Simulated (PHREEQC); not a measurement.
Make-up at 58 °C: 0.00063 mol CaSO4, 0.00026 mol Na2HPO4 and 0.0074 mol NaCl per kg of water. Closed to the air; pH follows from the charge balance.

Model: ion-association model, phreeqc.dat, run in PHREEQC.

Each row changes one thing in this solution. This is a speciation only: nothing precipitates in the calculation.

```csv
case,pH,SO4-2 (mol/kgw),Ca+2 (mol/kgw),CaSO4 (mol/kgw),NaSO4- (mol/kgw),CaOH+ (mol/kgw),SI of Gypsum (CaSO4:2H2O)
as made,7.91,0.000582,0.000546,2.96e-5,1.80e-5,5.29e-9,-2.23
Na2HPO4 left out,6.54,0.000580,0.000597,3.30e-5,1.69e-5,2.55e-10,-2.18
diluted 2-fold with water,7.91,0.000300,(withheld),9.99e-6,(withheld),3.06e-9,-2.70
NaCl left out,7.89,0.000587,0.000520,4.16e-5,1.44e-6,5.62e-9,-2.08
diluted 5-fold with water,7.83,0.000123,0.000120,2.14e-6,9.50e-7,1.15e-9,-3.37
temperature from 58 to 90 °C,7.62,0.000578,0.000532,3.22e-5,2.01e-5,2.59e-9,-2.12
CaSO4 from 0.00063 to 0.000315 mol/kgw,8.00,0.000298,0.000273,7.89e-6,9.39e-6,3.35e-9,-2.80
diluted 100-fold with water,(withheld),(withheld),6.28e-6,7.94e-9,2.86e-9,1.48e-11,-5.80
diluted 10-fold with water,7.71,6.21e-5,6.13e-5,6.21e-7,2.55e-7,4.65e-10,-3.91
```

Question: Fill in the missing entries.

Answer: 
- diluted 2-fold with water, Ca+2 (mol/kgw): 0.000286
- diluted 2-fold with water, NaSO4- (mol/kgw): 5.19e-6
- diluted 100-fold with water, pH: 7.17
- diluted 100-fold with water, SO4-2 (mol/kgw): 6.29e-6

Species that the database lacks are ignored. Some of these states are supersaturated (in Hydroxyapatite, for instance). Constants without temperature data keep their 25 °C values here.
